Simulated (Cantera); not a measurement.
Input: 1 mol CH₃F, 0.21 mol CH₄, at 1.70 mbar.

These are equilibrium values from Cantera (NASA tables, ideal gas, pure condensed phases), not measurements of a reactor. Candidate condensed phases: C, C₆H₆, C₇H₈, C₈H₁₈; 95 gas species. Kinetics and transport are ignored. All values below are at 2727 °C.

Base state: H 0.630, HF 0.200, C₃ 0.0739, F 0.0289, H₂ 0.0270, C 0.0220, C₂ 0.0102, C₂H 0.00367 (mole fractions); condensed: gas only.

Task: What changes in the equilibrium state with this change: pressure from 1.70 mbar to 82.0 Pa?

Result: 
```json
[
 {"species": "H", "before": "0.630", "after": "0.649"},
 {"species": "HF", "before": "0.200", "after": "0.169"},
 {"species": "C₃", "before": "0.0739", "after": "0.0661"},
 {"species": "F", "before": "0.0289", "after": "0.0490"},
 {"species": "H₂", "before": "0.0270", "after": "0.0139"},
 {"species": "C", "before": "0.0220", "after": "0.0345"},
 {"species": "C₂", "before": "0.0102", "after": "0.0120"},
 {"species": "C₄H₂", "before": "1.30e-5", "after": "2.17e-6"},
 {"species": "C₂H₂ (acetylene)", "before": "0.000917", "after": "0.000269"},
 {"species": "C₅", "before": "0.000738", "after": "0.000377"}
]
```
